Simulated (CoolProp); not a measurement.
A single-stage vapour-compression cycle with the fluid: evaporating at 309.15 K (dew point), condensing at 374.15 K (bubble point), superheat 10 K, subcooling 2 K, compressor efficiency 0.8, no pressure losses. The same conditions are run with several fluids, on thermodynamics alone (safety and materials aside).

The numbers come from the reference Helmholtz-energy equation of state of each fluid (n-pentane: Thol 2019; n-perfluorobutane: Gao 2022; R124: de Vries 1995; R245fa: Akasaka 2015; neopentane: Lemmon 2006; isobutene: Lemmon 2005) in CoolProp.

```json
[
 {"fluid": "n-pentane", "cooling COP": "2.71", "pressure ratio": "6.00", "discharge temperature (K)": "374.2", "refrigerating effect (kJ/kg)": "215", "volumetric capacity (kJ/m³)": "616"},
 {"fluid": "n-perfluorobutane", "cooling COP": "0.812", "pressure ratio": "4.83", "discharge temperature (K)": "374.1", "refrigerating effect (kJ/kg)": "13.0", "volumetric capacity (kJ/m³)": "490"},
 {"fluid": "R124", "cooling COP": "2.15", "pressure ratio": "4.57", "discharge temperature (K)": "384.6", "refrigerating effect (kJ/kg)": "67.1", "volumetric capacity (kJ/m³)": "2070"},
 {"fluid": "R245fa", "cooling COP": "2.53", "pressure ratio": "5.90", "discharge temperature (K)": "378.9", "refrigerating effect (kJ/kg)": "103", "volumetric capacity (kJ/m³)": "1220"},
 {"fluid": "neopentane", "cooling COP": "2.32", "pressure ratio": "4.75", "discharge temperature (K)": "374.1", "refrigerating effect (kJ/kg)": "148", "volumetric capacity (kJ/m³)": "1050"},
 {"fluid": "isobutene", "cooling COP": "2.49", "pressure ratio": "4.44", "discharge temperature (K)": "383.5", "refrigerating effect (kJ/kg)": "195", "volumetric capacity (kJ/m³)": "1920"}
]
```

The compression ends wet for: n-pentane; n-perfluorobutane; neopentane.
